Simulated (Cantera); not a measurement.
Cantera run:

```python
import numpy as np
import cantera as ct

gas_names = [...]  # 109 gases of nasa_gas.yaml made of C, Cl, H, Si
cond_names = """
    C(gr) C6H6(L) C7H8(L) C8H18(L),n-octa Si(cr) Si(L) SiC(b)
""".split()


# ... load() reads the species with a 1 bar reference pressure and builds the phases ...
atoms = {
    'CH3Cl': {'C': 1, 'H': 3, 'CL': 1},
    'Si': {'Si': 1},
    'HCl': {'H': 1, 'CL': 1},
}
top_T = {'C(gr)': 4500, 'SiC(b)': 3050}  # K; cautious upper limits of use, not melting points


# ... equilibrate(T, P, feed) seeds the gas with the atoms and calls Mixture.equilibrate('TP', solver="vcs", rtol=1e-11, max_steps=5000) ...
results = []
feed = {'CH3Cl': 1, 'Si': 0.012, 'HCl': 0.48}  # mol
P = 13332.2  # Pa
for T in [1398, 1498, 1598, 1698, 1798, 1898, 1998]:
    mix = equilibrate(T, P, feed)
    results.append((T, P, feed, dict(zip(mix.species_names, mix.species_moles))))

top = {s: max(r[3][s] / sum(r[3][g] for g in gas_names) for r in results) for s in gas_names}
cols = sorted((s for s in top if top[s] > 1e-05), key=lambda s: -top[s])[:5]
seen = [c for c in cond_names if any(r[3].get(c, 0) > 1e-12 for r in results)]
print("log10 of partial pressures in bar; condensed amounts in mol")
print(f"{'T/K':>10s}" + "".join(f"{s[:9]:>10s}" for s in cols + seen))
for T, P, feed, n in results:
    ng = sum(n[g] for g in gas_names)
    print(f"{T:10.4g}" + "".join(f"{np.log10(max(n[s] / ng * P / 1e5, 1e-99)):10.3f}" for s in cols)
          + "".join(f"{n.get(c, 0):10.4g}" for c in seen))
```

Output:

```
log10 of partial pressures in bar; condensed amounts in mol
       T/K       HCL        H2     SiCL2     SiCL4        CL     C(gr)
      1398    -1.111    -1.258    -4.368    -3.294    -5.891    0.9997
      1498    -1.110    -1.260    -3.816    -3.467    -5.338    0.9998
      1598    -1.108    -1.262    -3.498    -3.780    -4.853    0.9999
      1698    -1.108    -1.263    -3.348    -4.184    -4.425    0.9998
      1798    -1.108    -1.264    -3.279    -4.607    -4.045    0.9996
      1898    -1.108    -1.265    -3.245    -5.014    -3.705    0.9992
      1998    -1.110    -1.266    -3.228    -5.392    -3.400    0.9984
```

Cantera equilibrium calculation (NASA polynomials, part measured and part estimated; ideal gas, pure solids and liquids). The tables' values for SiCl3 are old estimates; treat these amounts as uncertain.
